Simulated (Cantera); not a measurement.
What does this Cantera script print?

```python
import numpy as np
import cantera as ct

gas = ct.Solution("gri30.yaml")
gas.TPX = 1200, 13332, {'CO': 0.0013, 'O2': 0.0065, 'H2O': 0.013, 'N2': 1}
reactor = ct.IdealGasConstPressureReactor(gas, energy="off", clone=False)
net = ct.ReactorNet([reactor])
net.rtol, net.atol = 1e-08, 1e-18
show = ['CO', 'O2', 'H2O', 'H2O2', 'N2O', 'NO', 'O']
times = np.geomspace(0.0001, 200, 9)

steps = ct.SolutionArray(gas, extra=["t"])
rows = []
print(f"{'t/s':>10s}{'T/K':>9s}{'P/Pa':>11s}" + "".join(f"{s:>11s}" for s in show))
for t in times:
    while net.time < t:
        t_next = net.step()
        steps.append(gas.state, t=t_next)
    rows.append([np.interp(t, steps.t, y) for y in (steps.T, steps.P, *steps(*show).X.T)])
    print(f"{t:10.3e}{rows[-1][0]:9.1f}{rows[-1][1]:11.4g}" + "".join(f"{x:11.3e}" for x in rows[-1][2:]))
rate = np.gradient(steps.T, steps.t)
print("integrator steps:", len(steps.t))
if steps.T.max() > steps.T[0] + 200:
    print(f"time of steepest temperature rise: {steps.t[rate.argmax()]:.4e} s")
gas.TPX = 1200, 13332, {'CO': 0.0013, 'O2': 0.0065, 'H2O': 0.013, 'N2': 1}
gas.equilibrate("TP")
print(f"equilibrium (TP): T = {gas.T:.1f} K  " + "  ".join(f"{s} {gas[s].X[0]:.3e}" for s in show))
```

Output:

```
       t/s      T/K       P/Pa         CO         O2        H2O       H2O2        N2O         NO          O
 1.000e-04   1200.0  1.333e+04  1.274e-03  6.368e-03  1.274e-02  8.306e-18  1.437e-17  7.709e-22  5.264e-12
 6.132e-04   1200.0  1.333e+04  1.274e-03  6.368e-03  1.274e-02  2.768e-16  1.570e-16  3.793e-20  3.024e-11
 3.761e-03   1200.0  1.333e+04  1.274e-03  6.368e-03  1.274e-02  6.061e-15  3.229e-15  1.510e-18  1.702e-10
 2.306e-02   1200.0  1.333e+04  1.273e-03  6.367e-03  1.274e-02  9.336e-13  1.129e-12  6.438e-16  3.539e-08
 1.414e-01   1200.0  1.333e+04  6.433e-05  5.766e-03  1.259e-02  3.357e-08  3.323e-08  2.401e-08  6.544e-05
 8.672e-01   1200.0  1.333e+04  4.873e-07  5.732e-03  1.274e-02  1.591e-09  5.503e-08  2.906e-08  1.162e-06
 5.318e+00   1200.0  1.333e+04  1.631e-08  5.734e-03  1.274e-02  1.233e-10  5.145e-08  2.940e-08  7.946e-08
 3.261e+01   1200.0  1.333e+04  1.962e-09  5.734e-03  1.274e-02  1.923e-11  1.809e-08  2.955e-08  1.204e-08
 2.000e+02   1200.0  1.333e+04  8.173e-10  5.734e-03  1.274e-02  8.518e-12  1.068e-09  2.958e-08  5.279e-09
integrator steps: 1546
equilibrium (TP): T = 1200.0 K  CO 8.107e-10  O2 5.716e-03  H2O 1.274e-02  H2O2 8.428e-12  N2O 1.032e-09  NO 3.618e-05  O 5.223e-09
```

Detailed kinetics in Cantera: GRI-Mech 3.0 (53 species, 325 reactions).
